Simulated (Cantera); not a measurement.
Feed: 1 mol C2H6, 0.48 mol H2, 6 mol N2, held at 2500 K and 1.13 Torr.

Equilibrium computed with Cantera from the NASA thermochemical tables; the gas is ideal and each condensed phase is pure. Candidate condensed phases: C, C6H6, C7H8, C8H18; 92 gas species. The numbers say what is thermodynamically allowed, not how fast it happens.

### Question
What is the equilibrium state?

### Answer
```
Item                    Result
-------------------  ---------
x(N2)                    0.534
x(H)                     0.267
x(H2)                    0.170
x(HCN)                  0.0213
x(HNC)                 0.00250
x(CN)                  0.00195
x(C2H2 (acetylene))    0.00184
x(C3)                 0.000331
x(C2H)                0.000208
n(C(graphite))        1.66 mol
gas amount           10.96 mol
```
